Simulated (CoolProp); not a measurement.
Properties of the fluoroketone C6F12O (FK-5-1-12) along the isotherm 390.8 K.

Computed with CoolProp (reference Helmholtz-energy equation of state, McLinden 2015).

```json
[
 {"p (MPa)": "0.0779", "phase": "gas", "isothermal compressibility (1/MPa)": "13.15", "expansivity (1/kK)": "2.788"},
 {"p (MPa)": "0.156", "phase": "gas", "isothermal compressibility (1/MPa)": "6.742", "expansivity (1/kK)": "3.052"},
 {"p (MPa)": "0.234", "phase": "gas", "isothermal compressibility (1/MPa)": "4.630", "expansivity (1/kK)": "3.362"},
 {"p (MPa)": "0.312", "phase": "gas", "isothermal compressibility (1/MPa)": "3.591", "expansivity (1/kK)": "3.730"},
 {"p (MPa)": "0.389", "phase": "gas", "isothermal compressibility (1/MPa)": "2.992", "expansivity (1/kK)": "4.168"},
 {"p (MPa)": "0.467", "phase": "gas", "isothermal compressibility (1/MPa)": "2.608", "expansivity (1/kK)": "4.719"},
 {"p (MPa)": "0.545", "phase": "gas", "isothermal compressibility (1/MPa)": "2.360", "expansivity (1/kK)": "5.424"},
 {"p (MPa)": "0.623", "phase": "gas", "isothermal compressibility (1/MPa)": "2.208", "expansivity (1/kK)": "6.366"},
 {"p (MPa)": "0.701", "phase": "liquid", "isothermal compressibility (1/MPa)": "0.02043", "expansivity (1/kK)": "4.266"},
 {"p (MPa)": "0.779", "phase": "liquid", "isothermal compressibility (1/MPa)": "0.02002", "expansivity (1/kK)": "4.210"},
 {"p (MPa)": "0.857", "phase": "liquid", "isothermal compressibility (1/MPa)": "0.01962", "expansivity (1/kK)": "4.156"},
 {"p (MPa)": "0.935", "phase": "liquid", "isothermal compressibility (1/MPa)": "0.01925", "expansivity (1/kK)": "4.104"}
]
```
